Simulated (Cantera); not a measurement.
Cantera run, input and output.

```python
import numpy as np
import cantera as ct

gas = ct.Solution("gri30.yaml")
gas.TPX = 1975, 590, {'CH4': 1, 'H2': 12}
reactor = ct.IdealGasConstPressureReactor(gas, energy="off", clone=False)
net = ct.ReactorNet([reactor])
net.rtol, net.atol = 1e-08, 1e-18
show = ['CH4', 'H2', 'C2H6', 'CH3', 'CH2', 'C2H4']
times = np.geomspace(0.0006, 80, 10)

steps = ct.SolutionArray(gas, extra=["t"])
rows = []
print(f"{'t/s':>10s}{'T/K':>9s}{'P/Pa':>11s}" + "".join(f"{s:>11s}" for s in show))
for t in times:
    while net.time < t:
        t_next = net.step()
        steps.append(gas.state, t=t_next)
    rows.append([np.interp(t, steps.t, y) for y in (steps.T, steps.P, *steps(*show).X.T)])
    print(f"{t:10.3e}{rows[-1][0]:9.1f}{rows[-1][1]:11.4g}" + "".join(f"{x:11.3e}" for x in rows[-1][2:]))
rate = np.gradient(steps.T, steps.t)
print("integrator steps:", len(steps.t))
if steps.T.max() > steps.T[0] + 200:
    print(f"time of steepest temperature rise: {steps.t[rate.argmax()]:.4e} s")
gas.TPX = 1975, 590, {'CH4': 1, 'H2': 12}
gas.equilibrate("TP")
print(f"equilibrium (TP): T = {gas.T:.1f} K  " + "  ".join(f"{s} {gas[s].X[0]:.3e}" for s in show))
```

Result:

```
       t/s      T/K       P/Pa        CH4         H2       C2H6        CH3        CH2       C2H4
 6.000e-04   1975.0        590  7.666e-02  9.229e-01  3.390e-08  2.453e-04  4.132e-08  2.926e-07
 2.226e-03   1975.0        590  7.592e-02  9.226e-01  6.108e-07  9.082e-04  6.020e-07  1.455e-05
 8.261e-03   1975.0        590  7.186e-02  9.221e-01  5.830e-06  3.196e-03  6.412e-06  3.372e-04
 3.065e-02   1975.0        590  4.511e-02  9.329e-01  7.498e-06  4.632e-03  1.836e-05  4.599e-04
 1.137e-01   1975.0        590  1.237e-02  9.504e-01  7.775e-07  1.676e-03  1.149e-05  5.421e-05
 4.220e-01   1975.0        590  1.608e-03  9.536e-01  1.981e-08  3.288e-04  4.099e-06  3.849e-06
 1.566e+00   1975.0        590  1.551e-04  9.499e-01  2.584e-10  4.691e-05  9.075e-07  1.750e-06
 5.811e+00   1975.0        590  2.532e-05  9.472e-01  8.621e-12  9.154e-06  2.134e-07  1.534e-06
 2.156e+01   1975.0        590  1.810e-05  9.471e-01  4.780e-12  6.594e-06  1.550e-07  1.525e-06
 8.000e+01   1975.0        590  1.809e-05  9.471e-01  4.776e-12  6.591e-06  1.550e-07  1.525e-06
integrator steps: 1397
equilibrium (TP): T = 1975.0 K  CH4 1.813e-05  H2 9.471e-01  C2H6 4.792e-12  CH3 6.604e-06  CH2 1.553e-07  C2H4 1.525e-06
```

Cantera simulation using GRI-Mech 3.0 (53 species, 325 reactions); the numbers are that mechanism's predictions, not measurements. GRI-Mech 3.0 stops at C3 and has no aromatics, soot or wall deposition, so with more carbon than oxygen in the feed, carbon stays in small species such as C2H2 where larger ones or solid carbon would form. Radical loss at walls, strong at low pressure, is not modelled.
